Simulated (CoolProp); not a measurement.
The numbers come from the reference Helmholtz-energy equation of state, de Reuck 1993 in CoolProp.

Task: For methanol, give the phase and the density (kg/m³), speed of sound (m/s), Prandtl number at -62.15 °C and 11900 kPa.

Result: 
- -62.15 °C and 11900 kPa: liquid; density 876, speed of sound 1470, Prandtl number 34.3

Viscosity comes from a separate model (Xiang 2006). Thermal conductivity comes from a separate model (Sykioti 2013).
